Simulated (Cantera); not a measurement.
Input: 1 mol C6H6, 0.97 mol H2O, 1.3 mol NH3, at 1700 K and 4.10 mbar.

Cantera equilibrium calculation (NASA polynomials, part measured and part estimated; ideal gas, pure solids and liquids). Candidate condensed phases: C, C6H6, C7H8, C8H18, H2O; 136 gas species. Rates play no part.

Base state: H2 0.783, CO 0.129, N2 0.0856, H 0.00204, HCN 0.000948, C2H2 (acetylene) 5.75e-5, HNC 2.84e-5 (mole fractions); condensed: C(graphite).

**Question.** What changes in the equilibrium state with this change: H2O from 0.97 to 0.033 mol?

**Answer.** 
| species | before | after |
|---|---|---|
| H2 | 0.783 | 0.877 |
| N2 | 0.0856 | 0.114 |
| CO | 0.129 | 0.00582 |
| HCN | 0.000948 | 0.00116 |
| HNC | 2.84e-5 | 3.46e-5 |
| C(graphite), mol | 5.02 | 5.96 |
